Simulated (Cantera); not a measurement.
Input (Python, Cantera):

```python
import numpy as np
import cantera as ct

gas = ct.Solution("gri30.yaml")
gas.TPX = 1475, 130000, {'NO': 1, 'N2': 0.34}
reactor = ct.IdealGasConstPressureReactor(gas, energy="off", clone=False)
net = ct.ReactorNet([reactor])
net.rtol, net.atol = 1e-08, 1e-18
show = ['NO', 'N2', 'N2O', 'O', 'O2', 'NO2']
times = np.geomspace(7e-06, 40, 12)

steps = ct.SolutionArray(gas, extra=["t"])
rows = []
print(f"{'t/s':>10s}{'T/K':>9s}{'P/Pa':>11s}" + "".join(f"{s:>11s}" for s in show))
for t in times:
    while net.time < t:
        t_next = net.step()
        steps.append(gas.state, t=t_next)
    rows.append([np.interp(t, steps.t, y) for y in (steps.T, steps.P, *steps(*show).X.T)])
    print(f"{t:10.3e}{rows[-1][0]:9.1f}{rows[-1][1]:11.4g}" + "".join(f"{x:11.3e}" for x in rows[-1][2:]))
rate = np.gradient(steps.T, steps.t)
print("integrator steps:", len(steps.t))
if steps.T.max() > steps.T[0] + 200:
    print(f"time of steepest temperature rise: {steps.t[rate.argmax()]:.4e} s")
gas.TPX = 1475, 130000, {'NO': 1, 'N2': 0.34}
gas.equilibrate("TP")
print(f"equilibrium (TP): T = {gas.T:.1f} K  " + "  ".join(f"{s} {gas[s].X[0]:.3e}" for s in show))
```

It prints:

```
       t/s      T/K       P/Pa         NO         N2        N2O          O         O2        NO2
 7.000e-06   1475.0    1.3e+05  7.463e-01  2.537e-01  3.355e-08  1.394e-08  3.113e-12  1.961e-08
 2.880e-05   1475.0    1.3e+05  7.463e-01  2.537e-01  1.380e-07  1.587e-08  2.035e-11  1.222e-07
 1.185e-04   1475.0    1.3e+05  7.463e-01  2.537e-01  5.670e-07  1.601e-08  1.102e-10  5.526e-07
 4.874e-04   1475.0    1.3e+05  7.463e-01  2.537e-01  2.322e-06  1.658e-08  7.902e-10  2.333e-06
 2.005e-03   1475.0    1.3e+05  7.462e-01  2.537e-01  9.368e-06  1.892e-08  9.561e-09  9.819e-06
 8.250e-03   1475.0    1.3e+05  7.462e-01  2.537e-01  3.563e-05  2.884e-08  2.006e-07  4.303e-05
 3.394e-02   1475.0    1.3e+05  7.459e-01  2.538e-01  1.086e-04  7.052e-08  7.778e-06  2.011e-04
 1.396e-01   1475.0    1.3e+05  7.446e-01  2.543e-01  1.809e-04  1.600e-07  2.781e-04  5.992e-04
 5.744e-01   1475.0    1.3e+05  7.404e-01  2.564e-01  1.837e-04  2.047e-07  2.246e-03  7.908e-04
 2.363e+00   1475.0    1.3e+05  7.236e-01  2.647e-01  1.752e-04  3.080e-07  1.031e-02  1.199e-03
 9.723e+00   1475.0    1.3e+05  6.622e-01  2.953e-01  1.461e-04  5.374e-07  4.038e-02  1.963e-03
 4.000e+01   1475.0    1.3e+05  4.912e-01  3.807e-01  7.981e-05  9.116e-07  1.255e-01  2.508e-03
integrator steps: 1059
equilibrium (TP): T = 1475.0 K  NO 1.289e-03  N2 6.262e-01  N2O 8.100e-08  O 1.546e-06  O2 3.725e-01  NO2 1.129e-05
```

Detailed kinetics in Cantera: GRI-Mech 3.0 (53 species, 325 reactions).
